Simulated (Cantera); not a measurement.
A perfectly stirred reactor is fed with 6.40 % CH4, 0.537 % CO, 19.5 % O2, 73.6 % N2, equivalence ratio 0.67, at 3750 Torr; it is adiabatic with a 448 K inlet, and is followed from long to short residence time, starting on the burning branch (τ in s: 0.46, 0.17, 0.064, 0.024, 0.009, 0.0033, 0.0013, 0.00047, 0.00017, 6.5e-05, 2.4e-05, 9.1e-06, 3.4e-06).

Model: GRI-Mech 3.0 (53 species, 325 reactions), integrated in Cantera.

x: mole fraction; the columns are a selection and need not sum to one.

| τ (s) | T (K) | x CH4 | x CO | x O2 | x NO | x CO2 | x HCO | x O |
|---|---|---|---|---|---|---|---|---|
| 0.46 | 1908 | 8.83e-7 | 9.12e-5 | 0.0644 | … | 0.0694 | 7.31e-10 | 3.89e-5 |
| 0.17 | 1908 | 2.26e-6 | 0.000120 | 0.0644 | … | 0.0694 | 1.98e-9 | 4.27e-5 |
| 0.064 | 1907 | 5.35e-6 | 0.000188 | 0.0645 | … | 0.0693 | 5.26e-9 | 5.17e-5 |
| 0.024 | 1905 | 1.17e-5 | 0.000338 | 0.0646 | … | 0.0691 | 1.41e-8 | 7.22e-5 |
| 0.0090 | 1901 | 2.38e-5 | 0.000643 | 0.0647 | … | 0.0688 | 3.80e-8 | 0.000115 |
| 0.0033 | 1893 | 4.74e-5 | 0.00126 | 0.0649 | … | 0.0681 | 1.06e-7 | 0.000198 |
| 0.0013 | 1880 | 8.96e-5 | 0.00237 | 0.0655 | … | 0.0669 | 2.76e-7 | 0.000335 |
| 0.00047 | 1854 | 0.000185 | 0.00472 | 0.0667 | … | 0.0643 | 7.90e-7 | 0.000576 |
| 0.00017 | 1803 | 0.000432 | 0.00959 | 0.0697 | … | 0.0589 | 2.26e-6 | 0.000880 |
| 6.5e-5 | 448 | 0.0640 | 0.00537 | 0.195 | <1e-12 | <1e-12 | <1e-12 | <1e-12 |
| 2.4e-5 | 448 | 0.0640 | 0.00537 | 0.195 | <1e-12 | <1e-12 | <1e-12 | <1e-12 |
| 9.1e-6 | 448 | 0.0640 | 0.00537 | 0.195 | <1e-12 | <1e-12 | <1e-12 | <1e-12 |
| 3.4e-6 | 448 | 0.0640 | 0.00537 | 0.195 | <1e-12 | <1e-12 | <1e-12 | <1e-12 |

Question: Complete the blanks.

Answer: 
- 0.46, x NO: 0.000231
- 0.17, x NO: 0.000103
- 0.064, x NO: 5.08e-5
- 0.024, x NO: 3.02e-5
- 0.0090, x NO: 2.20e-5
- 0.0033, x NO: 1.82e-5
- 0.0013, x NO: 1.57e-5
- 0.00047, x NO: 1.26e-5
- 0.00017, x NO: 8.83e-6
